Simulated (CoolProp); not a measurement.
Vapour-liquid equilibrium of R143a (1) + fluoroethane (R161) (2) at 55.6 kPa; x and y are mole fractions of (1).

Computed with CoolProp (multi-fluid Helmholtz-energy mixture model, Lemmon and Jacobsen 2000 and Wu 2012; pair parameters Bell 2016).

```tsv
x	bubble temperature (K)	y at the bubble point	dew temperature at overall composition x (K)	liquid density (mol/L)
0.05	222.6	0.083	222.9	17.19
0.125	221.6	0.195	222.3	16.93
0.2	220.8	0.295	221.6	16.67
0.275	219.9	0.386	220.9	16.42
0.35	219.2	0.469	220.3	16.17
0.425	218.5	0.545	219.6	15.93
0.5	217.8	0.616	218.9	15.70
0.575	217.1	0.682	218.2	15.47
0.65	216.5	0.745	217.5	15.24
0.725	216.0	0.805	216.7	15.02
0.8	215.4	0.861	216.0	14.81
0.875	214.9	0.915	215.3	14.60
0.95	214.4	0.967	214.5	14.39
```

No azeotrope shows between x = 0.05 and 0.95.

The pair parameters rest on a limited set of measurements; away from them the model extrapolates.
